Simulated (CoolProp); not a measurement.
Saturation properties of n-undecane.

Values from CoolProp's reference Helmholtz-energy equation of state, Aleksandrov 2011. It is a short technical equation, of lower accuracy than the large ones.

| T (°C) | p (MPa) | vapour density (kg/m³) | enthalpy of vaporisation (kJ/kg) | liquid cp (kJ/(kg K)) | surface tension (mN/m) |
|---|---|---|---|---|---|
| 159.75 | 0.03821 | 1.720 | [?] | 2.731 | 12.5 |
| 165.25 | 0.04492 | 2.006 | 283.4 | 2.754 | 12.0 |
| 170.65 | 0.05240 | 2.322 | 280.3 | 2.776 | 11.6 |
| 176.05 | 0.06084 | 2.677 | 277.1 | 2.799 | 11.2 |
| 181.55 | 0.07052 | [?] | 273.8 | 2.822 | 10.8 |
| 186.95 | 0.08118 | [?] | [?] | 2.845 | 10.3 |
| 192.35 | 0.09307 | 4.021 | 267.2 | 2.868 | 9.94 |
| 197.85 | 0.1066 | 4.581 | 263.8 | 2.891 | 9.52 |
| 203.25 | 0.1213 | 5.190 | 260.3 | [?] | 9.12 |
| 208.65 | 0.1375 | 5.864 | 256.8 | 2.938 | 8.72 |
| 214.15 | 0.1557 | [?] | 253.2 | 2.962 | 8.32 |
| 219.55 | 0.1754 | 7.443 | 249.5 | 2.986 | 7.93 |

Task: Some entries are withheld; supply them.

Result: 
- 159.75, enthalpy of vaporisation (kJ/kg): 286.6
- 181.55, vapour density (kg/m³): 3.082
- 186.95, vapour density (kg/m³): 3.526
- 186.95, enthalpy of vaporisation (kJ/kg): 270.5
- 203.25, liquid cp (kJ/(kg K)): 2.914
- 214.15, vapour density (kg/m³): 6.622

It boils at 195.8 °C under 1 atm.

Surface tension comes from a separate correlation (Mulero 2014).
